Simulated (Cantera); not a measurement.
A closed system holds: 1 mol SiHCl3, a varied amount of CH4, 110 mol H2, at 1250 °C and 1.30 mbar.

Method: chemical equilibrium by Gibbs-energy minimisation in Cantera with the NASA 1993 tables (ideal gas, pure condensed phases). Candidate condensed phases: C, C6H6, C7H8, C8H18, Si, SiC; 109 gas species. Mutual solubility and eutectic melting of coexisting phases are not modelled. Equilibrium is a limit: real reactors are often held back by kinetics, nucleation or transport.

log p: log10 of the partial pressure in bar; n: condensed amount in mol.

```
n(CH4) (mol)  log p H2  log p HCl  log p SiCl2  log p H  log p Si  n Si(s)  n SiC(s)  n C(graphite)
------------  --------  ---------  -----------  -------  --------  -------  --------  -------------
0.29             -2.90      -4.52        -5.64    -6.08     -7.74    0.506     0.290              0
0.34             -2.90      -4.52        -5.64    -6.08     -7.74    0.456     0.340              0
0.41             -2.90      -4.52        -5.64    -6.08     -7.74    0.387     0.410              0
0.48             -2.90      -4.52        -5.64    -6.08     -7.74    0.317     0.480              0
0.58             -2.90      -4.53        -5.64    -6.08     -7.74    0.217     0.580              0
0.69             -2.90      -4.53        -5.64    -6.08     -7.74    0.107     0.690              0
0.81             -2.90      -4.52        -5.67    -6.08     -7.78        0     0.810              0
0.97             -2.90      -4.47            …    -6.09         …        0     0.970              0
1.2              -2.90      -4.47        -7.62    -6.09     -9.84        0     0.998          0.199
1.4              -2.90      -4.47        -7.63    -6.09     -9.84        0     0.998              …
1.6              -2.90      -4.47        -7.63    -6.09     -9.84        0     0.998          0.599
1.9              -2.90      -4.47        -7.63    -6.09     -9.84        0     0.998          0.899
2.3              -2.90      -4.48        -7.64    -6.08     -9.84        0     0.998           1.30
```

Problem. What belongs in the gaps?

Solution. 
- 0.97, log p SiCl2: -6.47
- 0.97, log p Si: -8.68
- 1.4, n C(graphite): 0.399
